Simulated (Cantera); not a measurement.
An isothermal, constant-pressure homogeneous reactor starts with N2O : H2O = 1 : 0.013 (molar parts), at 1200 K and 13.5 Torr. Integrator tolerance rtol = 1e-08.

Model: GRI-Mech 3.0 (53 species, 325 reactions), integrated in Cantera. GRI-Mech 3.0 was tuned for natural gas; its chemistry of N2O as a main component is partial and can be far from experiment. Radical loss at walls, strong at low pressure, is not modelled. The mechanism lacks the step 2 NO + O2 → 2 NO2, which can matter for NO2 below about 1400 K. The temperature is held fixed by assumption; the heat of reaction is taken as removed at once.

### Question
What does this change do: pressure from 13.5 Torr to 21.0 Torr?

### Answer
```json
[
 {"quantity": "x(N2O) at 50.0 s", "before": "0.450 (gas-phase equilibrium 1.94e-9)", "after": "0.308 (gas-phase equilibrium 2.42e-9)"},
 {"quantity": "x(H2O) at 50.0 s", "before": "0.0105 (gas-phase equilibrium 0.00859)", "after": "0.00991 (gas-phase equilibrium 0.00859)"},
 {"quantity": "x(H2O2) at 50.0 s", "before": "2.67e-10 (gas-phase equilibrium 1.59e-11)", "after": "3.71e-10 (gas-phase equilibrium 1.98e-11)"},
 {"quantity": "x(O) at 50.0 s", "before": "1.70e-6 (gas-phase equilibrium 1.08e-7)", "after": "1.67e-6 (gas-phase equilibrium 8.66e-8)"},
 {"quantity": "x(NO) at 50.0 s", "before": "0.0334 (gas-phase equilibrium 0.000226)", "after": "0.0422 (gas-phase equilibrium 0.000226)"},
 {"quantity": "x(O2) at 50.0 s", "before": "0.163 (gas-phase equilibrium 0.330)", "after": "0.206 (gas-phase equilibrium 0.330)"},
 {"quantity": "x(HO2) at 50.0 s", "before": "3.72e-8 (gas-phase equilibrium 2.02e-9)", "after": "2.02e-8 (gas-phase equilibrium 2.26e-9)"}
]
```
